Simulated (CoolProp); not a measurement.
Values from CoolProp's reference Helmholtz-energy equation of state, Bücker 2006.

**Question.** For n-butane, give the phase and the density (kg/m³), cp (kJ/(kg K)), cv (kJ/(kg K)), isothermal compressibility (1/MPa) at 33.65 °C and 3.62 MPa; 33.65 °C and 5.18 MPa.

**Answer.** 
- 33.65 °C and 3.62 MPa: liquid; density 569, cp 2.46, cv 1.76, isothermal compressibility 0.00308
- 33.65 °C and 5.18 MPa: liquid; density 571, cp 2.45, cv 1.76, isothermal compressibility 0.00294
